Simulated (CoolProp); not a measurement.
Vapour-liquid equilibrium of ethylene (1) + propane (2) at 20.6 kPa; x and y are mole fractions of (1).

Computed with CoolProp (multi-fluid Helmholtz-energy mixture model, Smukala 2000 and Lemmon 2009; pair parameters Bell 2016).

```csv
x,"bubble temperature, mixture model (K)","bubble temperature, Raoult's law (K)","y, mixture model","y, Raoult's law"
0.05,…,186.7,0.655,0.615
0.125,172.6,175.2,0.881,0.854
0.2,165.7,168.4,…,0.926
0.275,161.3,163.7,0.965,0.957
0.35,158.1,160.3,0.977,0.972
0.425,155.7,157.5,0.984,0.982
0.5,153.8,155.3,0.988,0.987
0.575,152.3,153.4,0.991,0.991
0.65,151.0,151.8,0.994,0.994
0.725,149.9,150.4,…,0.996
0.8,148.9,149.2,…,0.998
0.875,148.0,148.1,0.998,0.999
0.95,147.0,147.1,0.999,1.000
```

Task: Some entries are withheld; supply them.

Result: 
- 0.05, bubble temperature, mixture model (K): 185.0
- 0.2, y, mixture model: 0.941
- 0.725, y, mixture model: 0.995
- 0.8, y, mixture model: 0.997

The largest gap from Raoult's law is -2.7 K in bubble temperature, at x = 0.2. No azeotrope shows between x = 0.05 and 0.95.

The pair parameters rest on a limited set of measurements; away from them the model extrapolates.
